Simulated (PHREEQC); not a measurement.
Reverse-osmosis permeate: an equilibrium model

Model water analysis in mg/L, 20 °C, pH 5.77, pe 11.8:

```
constituent           mg/L
------------------  ------
Na                   0.917
K                     2.53
Ca                   0.273
Mg                   0.865
Cl                    1.02
S(6) as SO4           1.29
Alkalinity as HCO3    8.18
Pb                  0.0824
Ba                  0.0337
```

Cl is adjusted to close the charge balance.
Valence states are taken as typed.

Computed with PHREEQC (ion-association model, wateq4f.dat).

Each row changes one thing in this solution. Precipitation was switched off in this run.

| case | CO2 (mol/kgw) | HCO3- (mol/kgw) | Pb+2 (mol/kgw) | MgSO4 (mol/kgw) | MgHCO3+ (mol/kgw) | PbHCO3+ (mol/kgw) | SI of Pb(OH)2 (Pb(OH)2) | SI of Anglesite (PbSO4) |
|---|---|---|---|---|---|---|---|---|
| as made | 0.000545 | 0.000136 | 3.39e-7 | 8.41e-8 | 5.14e-8 | 3.40e-8 | -3.29 | -3.59 |
| Ca from 0.273 to 0.546 mg/L | 0.000545 | 0.000136 | 3.39e-7 | 8.36e-8 | 5.12e-8 | 3.39e-8 | -3.29 | -3.59 |
| all concentrations times 2 at the same typed pH | 0.00108 | 0.000270 | 6.03e-7 | 3.15e-7 | 1.98e-7 | 1.17e-7 | -3.05 | -3.07 |
| temperature from 20 to 40 °C at the same typed pH | 0.000448 | 0.000136 | 3.33e-7 | 1.37e-7 | 5.70e-8 | 3.33e-8 | -2.63 | -3.71 |
| pH from 5.77 to 6.27 at the same alkalinity | 0.000171 | 0.000134 | 3.04e-7 | 8.42e-8 | 5.09e-8 | 3.02e-8 | -2.33 | -3.64 |

Away from 25 °C the constants follow the database's enthalpies or fits; those with neither stay at their 25 °C values.
